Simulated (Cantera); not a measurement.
An adiabatic, constant-pressure homogeneous reactor starts with CH4 : O2 : N2 = 1 : 3.77 : 27.9 (molar parts), equivalence ratio 0.53, at 1700 K and 17.0 bar.

Computed with Cantera and GRI-Mech 3.0 (53 species, 325 reactions). The pressure lies above the range GRI-Mech 3.0 was tuned for (to about 10 atm).

x: mole fraction; the columns are a selection and need not sum to one.

| t (s) | T (K) | x CH4 | x O2 | x H2 | x NO | x H2O2 | x HO2 |
|---|---|---|---|---|---|---|---|
| 2.00e-6 | 1700 | 0.0306 | 0.115 | … | <1e-12 | 4.63e-8 | 3.78e-6 |
| 7.52e-6 | 1700 | 0.0303 | 0.115 | … | 1.20e-11 | 1.48e-7 | 1.04e-5 |
| 2.83e-5 | 1765 | 0.0198 | 0.106 | … | 3.29e-9 | 6.12e-6 | 0.000183 |
| 0.000106 | 2337 | <1e-12 | 0.0537 | 0.000162 | 7.89e-5 | 2.77e-7 | 5.13e-6 |
| 0.000399 | 2337 | <1e-12 | 0.0536 | 0.000161 | 0.000245 | 2.77e-7 | 5.12e-6 |
| 0.00150 | 2335 | <1e-12 | 0.0533 | 0.000160 | 0.000845 | 2.75e-7 | 5.08e-6 |
| 0.00565 | 2331 | <1e-12 | 0.0523 | 0.000158 | 0.00275 | 2.70e-7 | 4.95e-6 |
| 0.0212 | 2323 | <1e-12 | 0.0505 | 0.000154 | 0.00649 | 2.60e-7 | 4.70e-6 |
| 0.0798 | 2319 | <1e-12 | 0.0496 | 0.000152 | 0.00823 | 2.55e-7 | 4.59e-6 |
| 0.300 | 2319 | <1e-12 | 0.0496 | 0.000152 | 0.00826 | 2.55e-7 | 4.59e-6 |

Q: Some entries are withheld; supply them.

A: 
- 2.00e-6, x H2: 3.30e-6
- 7.52e-6, x H2: 3.12e-5
- 2.83e-5, x H2: 0.00340
